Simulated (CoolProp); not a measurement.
The fluid at 406.72 K and 2.14 MPa flows at 3.7 m/s in a round tube of 25 mm bore and 45 µm roughness, fully developed (64/Re and Nu = 3.66 if laminar; Colebrook and Gnielinski if turbulent). The same conditions are run with several fluids, on thermodynamics alone (safety and materials aside).

Computed with CoolProp (reference Helmholtz-energy equation of state of each fluid (sulfur hexafluoride: Guder 2009; R404A: Lemmon 2003; R227EA: Lemmon 2016; R124: de Vries 1995; propane: Lemmon 2009)). Blends and air are pseudo-pure fits.

```csv
fluid,Reynolds number,Darcy friction factor,pressure drop (Pa/m),heat-transfer coefficient (W/(m² K)),mass flow (kg/h)
sulfur hexafluoride,(withheld),0.0232,641,1020,659
R404A,375000,0.0233,449,939,460
R227EA,732000,0.0231,(withheld),1780,892
R124,551000,0.0231,(withheld),1360,719
propane,258000,0.0235,(withheld),918,(withheld)
```

Complete the blanks.


- sulfur hexafluoride, Reynolds number: 443000
- R227EA, pressure drop (Pa/m): 861
- R124, pressure drop (Pa/m): 696
- propane, pressure drop (Pa/m): 208
- propane, mass flow (kg/h): 211

Transport values come from each fluid's own correlations; those of R227EA, R124 are estimates that may be off by 10 % or more.
